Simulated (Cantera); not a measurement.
Charge: 1 mol TiO2, 1.4 mol H2, 0.99 mol H2O, at 1927 °C and 13.3 mbar.

Equilibrium computed with Cantera from the NASA thermochemical tables; the gas is ideal and each condensed phase is pure. Candidate condensed phases: H2O, Ti, TiO, TiO2, Ti2O3, Ti3O5, Ti4O7; 12 gas species. Condensed phases not in the tables: Magnéli phases beyond Ti4O7. Kinetics and transport are ignored.

Base state: H2O 0.503, H2 0.458, H 0.0330, OH 0.00506, TiO2 0.000342, O 0.000254, O2 0.000118 (mole fractions); condensed: Ti4O7(l).

Problem. What changes in the equilibrium state with this change: H2O from 0.99 to 0.34 mol?

Solution. 
```json
[
 {"species": "H2", "before": "0.458", "after": "0.629"},
 {"species": "H2O", "before": "0.503", "after": "0.329"},
 {"species": "H", "before": "0.0330", "after": "0.0387"},
 {"species": "TiO2", "before": "0.000342", "after": "0.000284"},
 {"species": "O2", "before": "0.000118", "after": "2.67e-5"},
 {"species": "O", "before": "0.000254", "after": "0.000121"},
 {"species": "OH", "before": "0.00506", "after": "0.00282"},
 {"species": "Ti4O7(l), mol", "before": "0.250", "after": "0.250"}
]
```
